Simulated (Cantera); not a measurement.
An adiabatic, constant-pressure homogeneous reactor starts with CH₄ : C₂H₆ : O₂ : N₂ : CO₂ = 1 : 0.053 : 1.82 : 17.1 : 2.4 (molar parts), at 1775 K and 4.93 atm.

Model: GRI-Mech 3.0 (53 species, 325 reactions), integrated in Cantera.

Question: Predict: time of steepest temperature rise; temperature at 0.400 s; equilibrium temperature; x(O₂) at 0.400 s.

Answer: time of steepest temperature rise: 43.0 µs
temperature at 0.400 s: 2447 K
equilibrium temperature: 2447 K
x(O₂) at 0.400 s: 0.00185 (gas-phase equilibrium 0.00185)
